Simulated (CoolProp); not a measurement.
Normal hydrogen at 295.27 K and 2.37 MPa is throttled through a valve to 1.27 MPa with no heat exchange. Each further row changes one setting.

Computed with CoolProp (reference Helmholtz-energy equation of state, Leachman 2009).

```json
[
 {"case": "as stated", "temperature change (K)": "+0.3", "final phase": "gas", "final density (kg/m³)": "1.03"},
 {"case": "outlet pressure 0.381 MPa", "temperature change (K)": "+0.6", "final phase": "gas", "final density (kg/m³)": "0.312"},
 {"case": "outlet pressure 1.65 MPa", "temperature change (K)": "+0.2", "final phase": "supercritical", "final density (kg/m³)": "1.34"}
]
```
